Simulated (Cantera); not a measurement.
Mixture: CH₄ : C₂H₆ : C₃H₈ : O₂ : N₂ = 1 : 0.16 : 0.17 : 1.79 : 11.1 (molar parts), equivalence ratio 1.9, at 0.602 atm, adiabatic and at constant volume. Ignition delay is the time to a rise of 400 K.

Model: GRI-Mech 3.0 (53 species, 325 reactions), integrated in Cantera. GRI-Mech 3.0 was tuned for natural gas; its chemistry of propane as a main component is partial and can be far from experiment.

### Question
What does this change do: pressure from 0.602 atm to 8.29 atm?

### Answer
| quantity | before | after |
|---|---|---|
| delay at 1025 K | 0.120 s | 11.6 ms |
| delay at 1175 K | 11.4 ms | 1.57 ms |
| delay at 1325 K | 1.45 ms | 0.272 ms |
| delay at 1475 K | 0.307 ms | 57.3 µs |
| delay at 1625 K | 0.102 ms | 16.6 µs |
| apparent activation energy between 1550 and 1700 K | 140 kJ/mol | 160 kJ/mol |
